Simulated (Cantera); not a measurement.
## Equilibrium for hydrogen reduction and annealing atmospheres: CuO + H₂ + H₂O

Feed: 1 mol CuO, 360 mol H₂, 0.11 mol H₂O, at 0.580 bar.

Cantera equilibrium calculation (NASA polynomials, part measured and part estimated; ideal gas, pure solids and liquids). Candidate condensed phases: Cu, CuO, Cu(OH)₂, Cu₂O, H₂O; 12 gas species. Kinetics and transport are ignored.

```tsv
T (°C)	x H₂	x H	x H₂O	x Cu	x Cu₂	x OH	x O	n Cu(l)
1475	0.996	0.000299	0.00308	0.000502	7.64e-7	5.40e-8	1.28e-11	0.818
1525	0.996	0.000461	0.00308	0.000912	1.73e-6	9.38e-8	3.37e-11	0.670
1575	0.995	0.000694	0.00308	0.00160	3.76e-6	1.58e-7	8.41e-11	0.419
1625	0.993	0.00102	0.00307	0.00273	7.80e-6	2.59e-7	2.00e-10	0.00859
1675	0.993	0.00148	0.00307	0.00276	5.79e-6	4.14e-7	4.57e-10	0
1725	0.992	0.00210	0.00307	0.00276	4.28e-6	6.46e-7	9.99e-10	0
1775	0.991	0.00293	0.00307	0.00276	3.21e-6	9.87e-7	2.10e-9	0
1825	0.990	0.00402	0.00307	0.00276	2.44e-6	1.48e-6	4.28e-9	0
1875	0.989	0.00544	0.00306	0.00276	1.88e-6	2.17e-6	8.42e-9	0
1925	0.987	0.00726	0.00306	0.00276	1.46e-6	3.13e-6	1.61e-8	0
```
x: gas mole fraction; n: condensed amount in mol.

From 1475 °C to 1625 °C the condensed part is Cu(l). From 1675 °C to 1925 °C nothing is condensed. The main Cu-bearing gas is Cu throughout.
